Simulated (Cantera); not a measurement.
An adiabatic, constant-pressure homogeneous reactor starts with H₂ : O₂ : N₂ = 1 : 1.06 : 4 (molar parts), at 1675 K and 1.90 bar.

Detailed kinetics in Cantera: GRI-Mech 3.0 (53 species, 325 reactions).

**Question.** Predict: time of steepest temperature rise; temperature at 0.700 s; equilibrium temperature; x(H₂) at 0.700 s; x(O₂) at 0.700 s; x(OH) at 0.700 s; x(H) at 0.700 s; x(N₂O) at 0.700 s; x(NO) at 0.700 s.

**Answer.** 
```json
{
 "time_of_steepest_temperature_rise": "4.71 µs",
 "temperature at 0.700 s": "2623 K",
 "equilibrium_temperature": "2623 K",
 "x(H₂) at 0.700 s": "0.00427 (gas-phase equilibrium 0.00427)",
 "x(O₂) at 0.700 s": "0.0863 (gas-phase equilibrium 0.0863)",
 "x(OH) at 0.700 s": "0.0182 (gas-phase equilibrium 0.0182)",
 "x(H) at 0.700 s": "0.00201 (gas-phase equilibrium 0.00201)",
 "x(N₂O) at 0.700 s": "1.24e-6 (gas-phase equilibrium 1.24e-6)",
 "x(NO) at 0.700 s": "0.0172 (gas-phase equilibrium 0.0172)"
}
```
